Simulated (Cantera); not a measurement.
Input (Python, Cantera) and output of one run.

```python
import numpy as np
import cantera as ct

gas_names = """
    H HO2 H2 H2O H2O2 O OH O2 O3 Pb PbO Pb2
""".split()
cond_names = """
    H2O(s) H2O(L) Pb(cr) Pb(L) PbO(rd) PbO(yw) PbO(L) PbO2(s) Pb3O4(s)
""".split()


# ... load() reads the species with a 1 bar reference pressure and builds the phases ...
atoms = {
    'Pb': {'Pb': 1},
    'O2': {'O': 2},
    'H2': {'H': 2},
}
top_T = {'Pb3O4(s)': 820}  # K; cautious upper limits of use, not melting points


# ... equilibrate(T, P, feed) seeds the gas with the atoms and calls Mixture.equilibrate('TP', solver="vcs", rtol=1e-11, max_steps=5000) ...
results = []
feed = {'Pb': 1, 'O2': 0.018, 'H2': 4.2}  # mol
P = 1000  # Pa
for T in [573, 598, 623, 648, 673, 698, 723, 748, 773]:
    mix = equilibrate(T, P, feed)
    results.append((T, P, feed, dict(zip(mix.species_names, mix.species_moles))))

top = {s: max(r[3][s] / sum(r[3][g] for g in gas_names) for r in results) for s in gas_names}
cols = sorted((s for s in top if top[s] > 0.001), key=lambda s: -top[s])[:6]
seen = [c for c in cond_names if any(r[3].get(c, 0) > 1e-12 for r in results)]
print("log10 of partial pressures in bar; condensed amounts in mol")
print(f"{'T/K':>10s}" + "".join(f"{s[:9]:>10s}" for s in cols + seen))
for T, P, feed, n in results:
    ng = sum(n[g] for g in gas_names)
    print(f"{T:10.4g}" + "".join(f"{np.log10(max(n[s] / ng * P / 1e5, 1e-99)):10.3f}" for s in cols)
          + "".join(f"{n.get(c, 0):10.4g}" for c in seen))
```

It prints:

```
log10 of partial pressures in bar; condensed amounts in mol
       T/K        H2       H2O    Pb(cr)     Pb(L)
       573    -2.004    -4.067         1         0
       598    -2.004    -4.067         1         0
       623    -2.004    -4.067         0         1
       648    -2.004    -4.067         0         1
       673    -2.004    -4.067         0         1
       698    -2.004    -4.067         0         1
       723    -2.004    -4.067         0         1
       748    -2.004    -4.067         0         1
       773    -2.004    -4.067         0         1
```

Cantera equilibrium calculation (NASA polynomials, part measured and part estimated; ideal gas, pure solids and liquids).
